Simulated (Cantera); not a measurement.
**Stirred combustor or abatement burner**

A perfectly stirred reactor is fed with C3H8 : O2 : N2 = 1 : 8.33 : 31.3 (molar parts), equivalence ratio 0.60, at 9750 Torr; it is adiabatic with a 475 K inlet, and is followed from long to short residence time, starting on the burning branch (τ in s: 0.15, 0.069, 0.033, 0.015, 0.0073, 0.0034, 0.0016, 0.00077, 0.00036, 0.00017, 8.1e-05, 3.8e-05).

Detailed kinetics in Cantera: GRI-Mech 3.0 (53 species, 325 reactions). GRI-Mech 3.0 was tuned for natural gas; its chemistry of propane as a main component is partial and can be far from experiment. The pressure lies above the range GRI-Mech 3.0 was tuned for (to about 10 atm).

```tsv
τ (s)	T (K)	x C3H8	x O2	x C2H2	x H2	x NO
0.15	1842	1.44e-7	0.0799	6.19e-7	9.86e-6	5.48e-5
0.069	1841	2.99e-7	0.0799	1.18e-6	1.23e-5	3.13e-5
0.033	1841	5.85e-7	0.0800	2.04e-6	1.67e-5	2.03e-5
0.015	1839	1.16e-6	0.0800	3.36e-6	2.49e-5	1.47e-5
0.0073	1837	2.11e-6	0.0801	4.99e-6	3.76e-5	1.21e-5
0.0034	1833	3.89e-6	0.0803	7.21e-6	6.01e-5	1.06e-5
0.0016	1827	7.01e-6	0.0806	9.99e-6	9.69e-5	9.50e-6
0.00077	1817	1.24e-5	0.0811	1.34e-5	0.000156	8.25e-6
0.00036	1799	2.27e-5	0.0822	1.81e-5	0.000258	6.44e-6
0.00017	1765	4.49e-5	0.0843	2.50e-5	0.000440	4.15e-6
8.1e-5	475	0.0246	0.205	<1e-12	<1e-12	<1e-12
3.8e-5	475	0.0246	0.205	<1e-12	<1e-12	<1e-12
```
x: mole fraction; the columns are a selection and need not sum to one.
